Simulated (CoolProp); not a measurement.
Vapour-liquid equilibrium of isobutane (1) + n-butane (2) at 0.0474 MPa; x and y are mole fractions of (1).

Model: multi-fluid Helmholtz-energy mixture model, Bücker 2006 and Bücker 2006; pair parameters Kunz 2012, in CoolProp.

**Question.** Give the bubble temperature and the first vapour's composition at x = 0.05, 0.2, 0.575. Is there an azeotrope?

**Answer.** x = 0.05: 253.5 K, y = 0.078; x = 0.2: 251.6 K, y = 0.286; x = 0.575: 247.5 K, y = 0.685. No azeotrope shows between x = 0.05 and 0.95.

The pair parameters rest on a limited set of measurements; away from them the model extrapolates.
